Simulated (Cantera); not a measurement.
Feed: 1 mol CaO, 8.4 mol O2, 0.26 mol CO2, equilibrated at 0.270 bar.

Method: chemical equilibrium by Gibbs-energy minimisation in Cantera with the NASA 1993 tables (ideal gas, pure condensed phases). Candidate condensed phases: C, Ca, CaCO3, CaO; 15 gas species. Kinetics and transport are ignored.

x: gas mole fraction; n: condensed amount in mol.

| T (K) | x O2 | x CO2 | x O | x CO | x O3 | n CaCO3(calcite) | n CaO(s) |
|---|---|---|---|---|---|---|---|
| 850 | 0.995 | 0.00531 | 1.42e-12 | <1e-12 | <1e-12 | 0.215 | 0.785 |
| 1000 | 0.970 | 0.0300 | 2.98e-10 | 3.57e-12 | ___ | 0 | 1.00 |
| 1150 | 0.970 | 0.0300 | 1.58e-8 | 3.00e-10 | ___ | 0 | 1.00 |
| 1300 | 0.970 | 0.0300 | 3.35e-7 | 8.98e-9 | ___ | 0 | 1.00 |
| 1450 | 0.970 | 0.0300 | 3.81e-6 | 1.32e-7 | ___ | 0 | 1.00 |
| 1600 | 0.970 | 0.0300 | 2.75e-5 | 1.17e-6 | ___ | 0 | 1.00 |
| 1750 | 0.970 | 0.0300 | 0.000142 | 7.08e-6 | ___ | 0 | 1.00 |
| 1900 | 0.969 | 0.0300 | 0.000565 | 3.21e-5 | ___ | 0 | 1.00 |

**Question.** What belongs in the gaps?

**Answer.** 
- 1000, x O3: 4.91e-12
- 1150, x O3: 4.64e-11
- 1300, x O3: 2.62e-10
- 1450, x O3: 1.04e-9
- 1600, x O3: 3.20e-9
- 1750, x O3: 8.16e-9
- 1900, x O3: 1.80e-8
